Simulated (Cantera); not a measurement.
An isothermal, constant-pressure homogeneous reactor starts with CH4 : H2 : N2 = 1 : 86 : 3.2 (molar parts), at 1625 K and 410 Pa.

Model: GRI-Mech 3.0 (53 species, 325 reactions), integrated in Cantera. GRI-Mech 3.0 stops at C3 and has no aromatics, soot or wall deposition, so with more carbon than oxygen in the feed, carbon stays in small species such as C2H2 where larger ones or solid carbon would form. Radical loss at walls, strong at low pressure, is not modelled.

Problem. Predict: x(CH4) at 3.00 s; x(H2) at 3.00 s; x(CH3) at 3.00 s; x(C2H2) at 3.00 s; x(C2H6) at 3.00 s; x(C2H4) at 3.00 s.

Solution. 
```json
{
 "x(CH4) at 3.00 s": "0.00964 (gas-phase equilibrium 5.00e-5)",
 "x(H2) at 3.00 s": "0.953 (gas-phase equilibrium 0.958)",
 "x(CH3) at 3.00 s": "0.000168 (gas-phase equilibrium 1.15e-6)",
 "x(C2H2) at 3.00 s": "0.000620 (gas-phase equilibrium 0.00283)",
 "x(C2H6) at 3.00 s": "2.19e-7 (gas-phase equilibrium 1.39e-11)",
 "x(C2H4) at 3.00 s": "8.85e-6 (gas-phase equilibrium 9.89e-7)"
}
```
